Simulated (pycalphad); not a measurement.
## Effect of Hf content in Ti-Hf-B

All values are pycalphad results on the COST 507 light-alloy database (1999) (1 atm), not direct measurements. The data set is of 1999 and partly superseded. Amounts are mole fractions of atoms.

```json
[
 {"alloy": "Ti-0.5256Hf-0.3138B (wt.%)", "liquidus (°C)": "1638", "first solid": "bcc", "solidus (°C)": "1541", "phases at 877 °C": "hcp 0.98, BM 0.02"},
 {"alloy": "Ti-1.602Hf-0.3113B (wt.%)", "liquidus (°C)": "1638", "first solid": "bcc", "solidus (°C)": "1541", "phases at 877 °C": "hcp 0.98, BM 0.02"},
 {"alloy": "Ti-2.115Hf-0.3101B (wt.%)", "liquidus (°C)": "1637", "first solid": "bcc", "solidus (°C)": "1541", "phases at 877 °C": "hcp 0.98, BM 0.02"},
 {"alloy": "Ti-3.166Hf-0.3077B (wt.%)", "liquidus (°C)": "1637", "first solid": "bcc", "solidus (°C)": "1541", "phases at 877 °C": "bcc 0.97, BM 0.03"},
 {"alloy": "Ti-4.166Hf-0.3054B (wt.%)", "liquidus (°C)": "1636", "first solid": "bcc", "solidus (°C)": "1541", "phases at 877 °C": "bcc 0.97, BM 0.03"},
 {"alloy": "Ti-6.155Hf-0.3008B (wt.%)", "liquidus (°C)": "1635", "first solid": "bcc", "solidus (°C)": "1541", "phases at 877 °C": "bcc 0.97, BM 0.03"}
]
```

Database names, with the compositions (at.%) that they take in these runs: BM: Ti 50 B 50.
